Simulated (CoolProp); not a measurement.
Vapour-liquid equilibrium of benzene (1) + n-dodecane (2) at 286 kPa; x and y are mole fractions of (1).

Computed with CoolProp (multi-fluid Helmholtz-energy mixture model, Thol 2012 and Lemmon 2004; pair parameters Bell 2016).

Task: Give the bubble temperature and the first vapour's composition at x = 0.2, 0.35, 0.8. Is there an azeotrope?

Result: x = 0.2: 203.3 °C, y = 0.773; x = 0.35: 170.8 °C, y = 0.923; x = 0.8: 128.0 °C, y = 0.994. No azeotrope shows between x = 0.05 and 0.95.

The pair parameters rest on a limited set of measurements; away from them the model extrapolates.
